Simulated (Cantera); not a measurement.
An adiabatic, constant-volume homogeneous reactor starts with CH4 : O2 : N2 = 1.7 : 2 : 19 (molar parts), equivalence ratio 1.7, at 1225 K and 8.10 bar.

Detailed kinetics in Cantera: GRI-Mech 3.0 (53 species, 325 reactions).

x: mole fraction; the columns are a selection and need not sum to one.

| t (s) | T (K) | P (bar) | x CH4 | x O2 | x CO2 | x NO | x HO2 | x H2 | x H |
|---|---|---|---|---|---|---|---|---|---|
| 2.00e-6 | 1225 | 8.10 | 0.0749 | 0.0881 | <1e-12 | <1e-12 | ___ | 8.89e-11 | 1.10e-11 |
| 4.85e-6 | 1225 | 8.10 | 0.0749 | 0.0881 | <1e-12 | <1e-12 | ___ | 2.47e-10 | 1.32e-11 |
| 1.18e-5 | 1225 | 8.10 | 0.0749 | 0.0881 | <1e-12 | <1e-12 | ___ | 7.56e-10 | 1.89e-11 |
| 2.85e-5 | 1225 | 8.10 | 0.0749 | 0.0881 | <1e-12 | <1e-12 | ___ | 2.82e-9 | 3.52e-11 |
| 6.91e-5 | 1225 | 8.10 | 0.0749 | 0.0881 | 1.98e-12 | <1e-12 | ___ | 1.44e-8 | 9.27e-11 |
| 0.000168 | 1225 | 8.10 | 0.0749 | 0.0881 | 5.30e-11 | <1e-12 | ___ | 1.07e-7 | 3.38e-10 |
| 0.000406 | 1225 | 8.10 | 0.0749 | 0.0881 | 1.11e-9 | <1e-12 | ___ | 8.39e-7 | 9.13e-10 |
| 0.000985 | 1225 | 8.10 | 0.0748 | 0.0881 | 7.37e-9 | <1e-12 | ___ | 3.90e-6 | 1.34e-9 |
| 0.00239 | 1226 | 8.11 | 0.0748 | 0.0880 | 3.48e-8 | <1e-12 | ___ | 1.59e-5 | 2.47e-9 |
| 0.00579 | 1229 | 8.12 | 0.0743 | 0.0877 | 3.92e-7 | <1e-12 | ___ | 9.33e-5 | 8.50e-9 |
| 0.0140 | 2168 | 15.1 | 0.00148 | 1.85e-6 | 0.0151 | 4.49e-6 | 9.58e-10 | 0.0472 | 0.000265 |
| 0.0340 | 2158 | 15.2 | 5.84e-10 | 9.24e-8 | 0.0146 | 1.71e-5 | 1.55e-10 | 0.0601 | 0.000281 |
| 0.0825 | 2159 | 15.2 | 5.75e-10 | 9.25e-8 | 0.0146 | 9.11e-6 | 1.56e-10 | 0.0601 | 0.000282 |
| 0.200 | 2159 | 15.2 | 5.74e-10 | 9.26e-8 | 0.0146 | 7.68e-6 | 1.56e-10 | 0.0601 | 0.000282 |

Task: Complete the blanks.

Result: 
- 2.00e-6, x HO2: 7.79e-9
- 4.85e-6, x HO2: 1.87e-8
- 1.18e-5, x HO2: 4.46e-8
- 2.85e-5, x HO2: 1.03e-7
- 6.91e-5, x HO2: 2.24e-7
- 0.000168, x HO2: 4.01e-7
- 0.000406, x HO2: 4.66e-7
- 0.000985, x HO2: 5.79e-7
- 0.00239, x HO2: 9.85e-7
- 0.00579, x HO2: 2.47e-6
